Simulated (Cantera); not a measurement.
## Hydrocarbon pyrolysis for carbon deposition

A perfectly stirred reactor is fed with C2H6 : N2 = 1 : 34 (molar parts), at 0.0100 bar; it is held at 1975 K, and followed from long to short residence time.

Detailed kinetics in Cantera: GRI-Mech 3.0 (53 species, 325 reactions). GRI-Mech 3.0 stops at C3 and has no aromatics, soot or wall deposition, so with more carbon than oxygen in the feed, carbon stays in small species such as C2H2 where larger ones or solid carbon would form. Radical loss at walls, strong at low pressure, is not modelled.

| τ (s) | x C2H6 | x C2H2 | x H2 | x H | x CH3 | x CH4 | x CH2 |
|---|---|---|---|---|---|---|---|
| 2.6 | 1.11e-6 | 0.0253 | 0.0525 | 0.00141 | 0.000216 | 0.000403 | 6.66e-6 |
| 1.3 | 2.23e-6 | 0.0256 | 0.0521 | 0.00137 | 0.000319 | 0.000608 | 9.22e-6 |
| 0.70 | 4.16e-6 | 0.0257 | 0.0516 | 0.00136 | 0.000447 | 0.000851 | 1.23e-5 |
| 0.36 | 8.09e-6 | 0.0256 | 0.0509 | 0.00137 | 0.000637 | 0.00119 | 1.67e-5 |
| 0.19 | 1.52e-5 | 0.0253 | 0.0500 | 0.00140 | 0.000893 | 0.00159 | 2.24e-5 |
| 0.098 | 2.92e-5 | 0.0249 | 0.0488 | 0.00145 | 0.00126 | 0.00209 | 3.01e-5 |
| 0.051 | 5.53e-5 | 0.0243 | 0.0472 | 0.00153 | 0.00177 | 0.00267 | 4.00e-5 |
| 0.026 | 0.000106 | 0.0233 | 0.0451 | 0.00163 | 0.00251 | 0.00333 | 5.30e-5 |
| 0.014 | 0.000193 | 0.0221 | 0.0426 | 0.00174 | 0.00346 | 0.00396 | 6.78e-5 |
| 0.0071 | 0.000370 | 0.0202 | 0.0392 | 0.00187 | 0.00489 | 0.00459 | 8.72e-5 |
| 0.0037 | 0.000687 | 0.0177 | 0.0350 | 0.00198 | 0.00679 | 0.00500 | 0.000109 |
x: mole fraction; the columns are a selection and need not sum to one.
